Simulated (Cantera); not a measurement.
Charge: 1 mol n-butane, 0.35 mol O₂, held at 2350 °C and 0.0790 bar.

Cantera equilibrium calculation (NASA polynomials, part measured and part estimated; ideal gas, pure solids and liquids). Candidate condensed phases: C, C₆H₆, C₇H₈, C₈H₁₈, H₂O; 110 gas species. Kinetics and transport are ignored.

Base state: H₂ 0.742, H 0.129, CO 0.115, C₂H₂ (acetylene) 0.0132, C₂H 0.000211, C₄H₂ 9.68e-5, C₃ 3.90e-5, CH₃ 1.64e-5 (mole fractions); condensed: C(graphite).

Q: What changes in the equilibrium state with this change: temperature from 2350 °C to 577 °C?

A: 
```csv
species,before,after
H₂,0.742,0.842
CO,0.115,0.0767
H₂O,1.23e-7,0.0360
H,0.129,<1e-9
C₂H₂ (acetylene),0.0132,<1e-9
CO₂,2.90e-9,0.0100
CH₄,5.41e-6,0.0349
C₂H,0.000211,<1e-9
C₄H₂,9.68e-5,<1e-9
C₃,3.90e-5,<1e-9
CH₃,1.64e-5,<1e-9
"C(graphite), mol",3.13,3.36
```
